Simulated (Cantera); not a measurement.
An isothermal, constant-pressure homogeneous reactor starts with 31.5 % H₂, 68.5 % O₂, at 1125 K and 0.0267 bar.

Computed with Cantera and the H2/O2 subset of GRI-Mech 3.0, which has no nitrogen chemistry. Radical loss at walls, strong at low pressure, is not modelled. The temperature is held fixed by assumption; the heat of reaction is taken as removed at once.

x: mole fraction; the columns are a selection and need not sum to one.

```tsv
t (s)	x H₂	x O₂	x HO₂	x H₂O₂	x H₂O
6.00e-5	0.315	0.685	5.27e-9	4.01e-12	4.69e-9
0.000143	0.315	0.685	1.31e-8	2.32e-11	7.49e-8
0.000343	0.315	0.685	9.98e-8	2.06e-10	9.21e-6
0.000820	0.132	0.599	1.81e-5	1.11e-6	0.132
0.00196	(withheld)	0.578	2.81e-5	1.16e-6	(withheld)
0.00469	(withheld)	0.616	2.80e-5	(withheld)	0.360
0.0112	0.000479	0.625	1.32e-5	1.16e-6	0.372
0.0268	6.36e-5	0.626	3.43e-6	4.99e-7	0.374
0.0640	1.17e-5	0.626	8.61e-7	2.04e-7	0.374
0.153	2.89e-6	0.626	2.55e-7	8.64e-8	0.374
0.366	8.73e-7	0.626	8.66e-8	3.73e-8	0.374
0.875	2.99e-7	0.626	3.28e-8	1.61e-8	0.374
2.09	1.10e-7	0.626	1.44e-8	6.98e-9	0.374
5.00	4.31e-8	0.626	8.55e-9	3.03e-9	0.374
```

Fill in the missing entries.


- 0.00196, x H₂: 0.0149
- 0.00196, x H₂O: 0.295
- 0.00469, x H₂: 0.00392
- 0.00469, x H₂O₂: 1.70e-6
